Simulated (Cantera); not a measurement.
Cantera run:

```python
import numpy as np
import cantera as ct

gas_names = """
    H HNO HNO2 HNO3 HO2 H2 H2O H2O2 N NH NH2 NH3 NH2OH NO NO2 NO3 N2 N2H2 N2H4 N2O O OH O2 O3 Si SiH
    SiH2 SiH3 SiH4 SiN SiO SiO2 Si2 Si2N Si3
""".split()
cond_names = """
    H2O(s) H2O(L) Si(cr) Si(L) SiO2(Lqz) SiO2(hqz) SiO2(L) Si2N2O(s) Si3N4(a)
""".split()


def load(file, names, dense=False):
    # The tables refer to 1 bar. Condensed volumes are neglected.
    table = {s.name: s for s in ct.Species.list_from_file(file)}
    out = []
    for n in names:
        d = dict(table[n].input_data)
        d["thermo"] = dict(d["thermo"], **{"reference-pressure": 1e5})
        if dense:
            d["equation-of-state"] = {"model": "constant-volume", "density": "1e6 g/cm^3"}
        out.append(ct.Species.from_dict(d))
    return out


gas = ct.Solution(thermo="ideal-gas", species=load("nasa_gas.yaml", gas_names))
cond = {s.name: ct.Solution(thermo="fixed-stoichiometry", species=[s], name=s.name)
        for s in load("nasa_condensed.yaml", cond_names, dense=True)}
atoms = {
    'SiH4': {'Si': 1, 'H': 4},
    'N2O': {'N': 2, 'O': 1},
    'H2': {'H': 2},
}
top_T = {'Si2N2O(s)': 2100, 'Si3N4(a)': 2400}  # K; cautious upper limits of use, not melting points


def equilibrate(T, P, feed):
    n = {}
    for name, mol in feed.items():
        for a, k in atoms[name].items():
            n[a] = n.get(a, 0.0) + k * mol
    gas.TPX = T, P, n
    mass = sum(n.values()) * gas.mean_molecular_weight
    gas.equilibrate("TP")
    valid = [c for c in cond.values() if c.min_temp <= T <= top_T.get(c.name, c.max_temp)]
    mix = ct.Mixture([(gas, mass / gas.mean_molecular_weight)] + [(c, 0.0) for c in valid])
    mix.T, mix.P = T, P
    mix.equilibrate("TP", solver="vcs", rtol=1e-11, max_steps=5000)
    return mix


results = []
T = 1450  # K
P = 1333.22  # Pa
for m in [0.43, 0.94, 2.1, 4.5, 9.7, 21, 46]:
    feed = {'SiH4': 1, 'N2O': m, 'H2': 93}  # mol
    mix = equilibrate(T, P, feed)
    results.append((T, P, feed, dict(zip(mix.species_names, mix.species_moles))))
    x = sorted(zip(gas.X, gas.species_names), reverse=True)
    print(f"T = {T:g} K  P = {P:g} Pa  n(N2O) = {m:g} mol  gas = {mix.phase_moles(0):.4g} mol")
    print("   x: " + "  ".join(f"{s} {v:.3e}" for v, s in x if v > 0.001))
    print("   condensed (mol): " + ("  ".join(f"{mix.phase(i).name} {mix.phase_moles(i):.4g}"
          for i in range(1, mix.n_phases) if mix.phase_moles(i) > 1e-12) or "none"))
```

Output:

```
T = 1450 K  P = 1333.22 Pa  n(N2O) = 0.43 mol  gas = 95.03 mol
   x: H2 9.996e-01
   condensed (mol): Si(cr) 0.1545  Si2N2O(s) 0.4154
T = 1450 K  P = 1333.22 Pa  n(N2O) = 0.94 mol  gas = 95.71 mol
   x: H2 9.925e-01  N2 6.434e-03
   condensed (mol): SiO2(hqz) 0.2613  Si2N2O(s) 0.3242
T = 1450 K  P = 1333.22 Pa  n(N2O) = 2.1 mol  gas = 97.11 mol
   x: H2 9.772e-01  N2 2.163e-02  H2O 1.056e-03
   condensed (mol): SiO2(hqz) 0.9974
T = 1450 K  P = 1333.22 Pa  n(N2O) = 4.5 mol  gas = 99.5 mol
   x: H2 9.296e-01  N2 4.522e-02  H2O 2.513e-02
   condensed (mol): SiO2(hqz) 0.9999
T = 1450 K  P = 1333.22 Pa  n(N2O) = 9.7 mol  gas = 104.7 mol
   x: H2 8.337e-01  N2 9.264e-02  H2O 7.354e-02
   condensed (mol): SiO2(hqz) 1
T = 1450 K  P = 1333.22 Pa  n(N2O) = 21 mol  gas = 116 mol
   x: H2 6.551e-01  N2 1.810e-01  H2O 1.638e-01
   condensed (mol): SiO2(hqz) 1
T = 1450 K  P = 1333.22 Pa  n(N2O) = 46 mol  gas = 141 mol
   x: H2 3.617e-01  N2 3.262e-01  H2O 3.120e-01
   condensed (mol): SiO2(hqz) 1
```

Cantera equilibrium calculation (NASA polynomials, part measured and part estimated; ideal gas, pure solids and liquids). Mutual solubility and eutectic melting of coexisting phases are not modelled. The tables hold silica as quartz up to 1696 K and as liquid above; real silica turns to tridymite and cristobalite and melts near 1996 K.
